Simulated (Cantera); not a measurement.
A Cantera script and its output.

```python
import numpy as np
import cantera as ct

gas = ct.Solution("gri30.yaml")
gas.TPX = 1323, 280000, {'CH2O': 0.022, 'O2': 0.0017, 'N2': 1}
inlet = ct.Reservoir(gas, clone=True)

reactor = ct.IdealGasConstPressureReactor(gas, energy="off", clone=False)
exhaust = ct.Reservoir(gas, clone=True)
tau = [7.3, 1.3, 0.21, 0.037, 0.0063, 0.0011, 0.00019][0]
for a, b in ((inlet, reactor), (reactor, exhaust)):
    ct.MassFlowController(a, b, mdot=lambda t: reactor.mass / tau)
net = ct.ReactorNet([reactor])
show = ['CH2O', 'O2', 'HCO', 'CH3', 'NO', 'H2O']

rows = []
print(f"{'tau/s':>10s}{'T/K':>9s}" + "".join(f"{s:>11s}" for s in show))
for tau in [7.3, 1.3, 0.21, 0.037, 0.0063, 0.0011, 0.00019]:
    net.initial_time = 0.0
    net.advance(30 * tau)
    before = gas.X
    net.advance(40 * tau)
    drift = np.max(np.abs(gas.X - before) / (gas.X + 1e-9))
    rows.append([gas.T, *gas[show].X, drift])
    print(f"{tau:10.3e}{gas.T:9.1f}" + "".join(f"{x:11.3e}" for x in gas[show].X))
```

Result:

```
     tau/s      T/K       CH2O         O2        HCO        CH3         NO        H2O
 7.300e+00   1323.0  5.817e-07  1.938e-06  2.737e-09  7.341e-09  5.338e-11  2.106e-03
 1.300e+00   1323.0  1.598e-06  5.344e-06  7.329e-09  2.692e-08  3.868e-10  2.149e-03
 2.100e-01   1323.0  4.891e-06  1.623e-05  2.612e-08  8.511e-08  2.399e-09  2.255e-03
 3.700e-02   1323.0  1.560e-05  5.002e-05  1.108e-07  1.928e-07  7.135e-09  2.420e-03
 6.300e-03   1323.0  7.086e-05  1.922e-04  5.662e-07  2.727e-07  7.309e-09  2.439e-03
 1.100e-03   1323.0  3.058e-03  8.998e-04  2.704e-06  1.528e-08  3.786e-11  1.232e-03
 1.900e-04   1323.0  9.055e-03  1.102e-03  1.054e-05  3.209e-08  1.738e-11  8.980e-04
```

Cantera simulation using GRI-Mech 3.0 (53 species, 325 reactions); the numbers are that mechanism's predictions, not measurements.
